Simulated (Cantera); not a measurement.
Charge: 1 mol Fe₃O₄, 7.2 mol CO, held at 1273.15 K and 0.0200 bar.

These are equilibrium values from Cantera (NASA tables, ideal gas, pure condensed phases), not measurements of a reactor. Candidate condensed phases: C, Fe, Fe(CO)₅, FeO, Fe₂O₃, Fe₃O₄; 15 gas species. Mutual solubility and eutectic melting of coexisting phases are not modelled. The tables' stoichiometric FeO is somewhat more stable than real wüstite, so its field is too wide. FeO: taken at fixed stoichiometry. Rates play no part.

Base state: CO 0.840, CO₂ 0.160 (mole fractions); condensed: Fe(γ) + FeO(s).

Q: What changes in the equilibrium state with this change: Fe₃O₄ replaced by CuO?

A: 
```
species      before  after
-----------  ------  -----
CO            0.840  0.861
CO₂           0.160  0.139
Fe(γ), mol    0.149      0
FeO(s), mol    2.85      0
Cu(s), mol        0  1.000
```
Further candidate phases: Cu, CuO, Cu₂O.
